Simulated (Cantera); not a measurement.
An isothermal, constant-pressure homogeneous reactor starts with CH4 : H2O = 1 : 2.1 (molar parts), at 1375 K and 0.770 bar.

Detailed kinetics in Cantera: GRI-Mech 3.0 (53 species, 325 reactions).

Predict: x(CH4) at 10.0 s; x(H2O) at 10.0 s; x(CO) at 10.0 s.


- x(CH4) at 10.0 s = 0.139 (gas-phase equilibrium 2.75e-6)
- x(H2O) at 10.0 s = 0.566 (gas-phase equilibrium 0.190)
- x(CO) at 10.0 s = 0.00800 (gas-phase equilibrium 0.171)
